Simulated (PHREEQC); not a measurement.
# Alkaline etch or developer

Make-up at 55 °C: 0.079 mol TMAH, 8.2e-05 mol Na2SiO3 and 0.12 mol K3PO4 per kg of water. Closed to the air; pH follows from the charge balance.

All values are PHREEQC results (ion-association model, wateq4f.dat), not measurements.

```json
{
  "pH": "11.91",
  "ionic_strength": "0.757 mol/kgw",
  "activity_of_water": "0.989",
  "total_alkalinity": "319 meq/kg"
}
```

```csv
species,molality,activity,log γ
K+,0.358,0.215,-0.222
PO4-3,0.101,0.00190,-1.726
OH-,0.0983,0.0575,-0.233
(CH3)4N+,0.0790,0.0479,-0.217
HPO4-2,0.0173,0.00297,-0.767
KHPO4-,0.00189,0.00124,-0.183
Na+,0.000163,0.000113,-0.161
```

Precipitation was switched off in this run. Ionic strength above about 0.7 mol/kgw puts this run outside the model's range. (CH3)4N+ isn't in the database: it is added as a free cation with an ion size of 4 Å. H3PO4, which wateq4f.dat lacks, is added to it with the constant of phreeqc.dat. Away from 25 °C the constants follow the database's enthalpies or fits; those with neither stay at their 25 °C values.
